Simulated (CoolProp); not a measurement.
Saturated liquid density (kg/m³) of R21: the reference equation beside estimates from Tc = 452.7 K, pc = 5.289 MPa, ω = 0.206. Rackett uses Z = 0.29056 − 0.08775 ω.

Computed with CoolProp (reference Helmholtz-energy equation of state, Platzer 1990). This equation is an older, rougher fit; its heat capacities, sound speeds and derivatives of the liquid may be far off and weren't checked against measurements.

| T (K) | reference | Rackett | van der Waals | Soave-Redlich-Kwong | Peng-Robinson |
|---|---|---|---|---|---|
| 276.8 | 1417 | 1432 | 884.4 | 1331 | 1503 |
| 287.8 | 1392 | 1406 | 869.0 | 1306 | 1476 |
| 298.8 | 1366 | 1380 | 853.1 | 1280 | 1448 |
| 309.8 | 1339 | 1352 | 836.5 | 1253 | 1418 |
| 320.7 | 1311 | 1324 | 819.3 | 1224 | 1386 |
| 331.7 | 1282 | 1295 | 801.1 | 1193 | 1352 |
| 342.7 | 1252 | 1264 | 781.9 | 1159 | 1315 |
| 353.7 | 1220 | 1232 | 761.7 | 1124 | 1275 |
| 364.7 | 1186 | 1198 | 740.2 | 1085 | 1231 |
| 375.7 | 1150 | 1162 | 717.2 | 1043 | 1184 |
| 386.7 | 1111 | 1124 | 692.5 | 997.8 | 1132 |
| 397.7 | 1068 | 1082 | 665.4 | 947.7 | 1074 |
| 408.7 | 1021 | 1035 | 635.5 | 891.7 | 1009 |
| 419.7 | 966.1 | 982.0 | 601.5 | 827.7 | 934.6 |
| 430.6 | 900.0 | 918.8 | 561.6 | 752.7 | 846.3 |

Absolute difference from the reference over all 15 rows, mean and median: Rackett 1.2 and 1.0 %, van der Waals 37.6 and 37.6 %, Soave-Redlich-Kwong 9.1 and 7.9 %, Peng-Robinson 4.3 and 5.0 %.
